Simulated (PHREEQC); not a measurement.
Make-up at 60 °C: 42 mmol/kgw Na3PO4, 1.2 mmol/kgw H2SiF6 and 0.28 mmol/kgw Na2HPO4. Closed to the air; pH follows from the charge balance.

Computed with PHREEQC (ion-association model, phreeqc.dat).

- pH = 11.09
- ionic strength = 0.198 mol/kgw
- specific conductance = 20800 µS/cm
- density = 0.991 g/cm³
- total alkalinity = 77.1 meq/kg

```
species   molality  activity   log γ
--------  --------  --------  ------
Na+          0.125    0.0914  -0.135
HPO4-2      0.0243   0.00673  -0.557
OH-         0.0171    0.0118  -0.160
PO4-3       0.0164  0.000697  -1.371
F-         0.00696   0.00482  -0.160
NaHPO4-    0.00163   0.00120  -0.135
H3SiO4-    0.00105  0.000739  -0.152
NaF       0.000242  0.000253   0.020
H2SiO4-2  0.000136   3.94e-5  -0.539
H4SiO4     1.46e-5   1.52e-5   0.020
H2PO4-     1.01e-6   7.39e-7  -0.135
```

No solid was allowed to form. Constants without temperature data keep their 25 °C values here. SiF6-2 is the database's only silicon fluoride.
